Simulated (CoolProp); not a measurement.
Chloromethane (R40) along the isotherm 500 K: density (kg/m³) from the reference equation and from simpler models built on Tc = 418.6 K, pc = 6.929 MPa, ω = 0.150; each cubic takes its own stable root.

The numbers come from the reference Helmholtz-energy equation of state, Thol 2014 in CoolProp.

```
p (MPa)  phase  reference  ideal gas  Redlich-Kwong  Soave-Redlich-Kwong  Peng-Robinson
-------  -----  ---------  ---------  -------------  -------------------  -------------
0.267      gas      3.268      3.243          3.268                3.266          3.270
0.533      gas      6.576      6.473          6.576                6.569          6.585
0.8        gas      9.949      9.716          9.949                9.934          9.971
1.07       gas      13.42      12.99          13.42                13.39          13.46
1.33       gas      16.81      16.15          16.81                16.77          16.87
1.6        gas      20.40      19.43          20.40                20.33          20.48
1.87       gas      24.04      22.71          24.05                23.95          24.16
2.13       gas      27.62      25.87          27.62                27.49          27.77
2.4        gas      31.39      29.15          31.40                31.23          31.59
2.67       gas      35.24      32.43          35.25                35.03          35.48
2.93       gas      39.01      35.58          39.03                38.76          39.30
3.2        gas      43.00      38.86          43.02                42.69          43.34
3.46       gas      46.92      42.02          46.94                46.54          47.31
```
